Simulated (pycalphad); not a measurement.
An equivalent pycalphad script:

```python
from pycalphad import Database, equilibrium, calculate, variables as v
import numpy as np
db = Database('COST507.tdb')
comps = ['FE', 'SI', 'VA']
phases = ['BCC_B2', 'DIAMOND_A4', 'FCC_A1', 'FE2SI', 'FE5SI3', 'FESI', 'FESI2_H', 'FESI2_L', 'LIQUID']
eq = equilibrium(db, comps, phases, {v.X('SI'): 0.0221, v.T: np.arange(2250, 499, -50), v.P: 101325, v.N: 1}, output=['HM', 'SM'])
```

CALPHAD calculation (pycalphad, COST 507 light-alloy database (1999)), 1 atm. These are 1990s assessments: newer ones move some temperatures and phases. Amounts are mole fractions of atoms. Diffusion is slow at the low end, where real alloys seldom reach equilibrium.

Results at three of the temperatures:

```
T = 1350.00 K, P = 101325 Pa, N = 1 mol of atoms
G = -71361 J/mol, H = 37253 J/mol, S = 80.45 J/(mol K)  (SER reference)
chemical potentials (J/mol): Fe -68693, Si -189397
phase             fraction      x(Fe)      x(Si)
FCC_A1              1.0000     0.9779     0.0221
```

```
T = 1200.00 K, P = 101325 Pa, N = 1 mol of atoms
G = -59641 J/mol, H = 31090 J/mol, S = 75.61 J/(mol K)  (SER reference)
chemical potentials (J/mol): Fe -56880, Si -181784
phase             fraction      x(Fe)      x(Si)
BCC_A2              1.0000     0.9779     0.0221
```

```
T = 1100.00 K, P = 101325 Pa, N = 1 mol of atoms
G = -52258 J/mol, H = 26885 J/mol, S = 71.95 J/(mol K)  (SER reference)
chemical potentials (J/mol): Fe -49477, Si -175295
phase             fraction      x(Fe)      x(Si)
BCC_A2              1.0000     0.9779     0.0221
```

Changes of the phase set, refined by bisection:

| T (°C) | phases above | phases below |
|---|---|---|
| 1520.1 | liquid | bcc + liquid |
| 1510.3 | bcc + liquid | bcc |
| 1322.2 | bcc | bcc + fcc |
| 1311.9 | bcc + fcc | fcc |
| 1020.9 | fcc | bcc + fcc |
| 997.4 | bcc + fcc | bcc |

FCC_A1 is fcc; BCC_A2 is bcc.
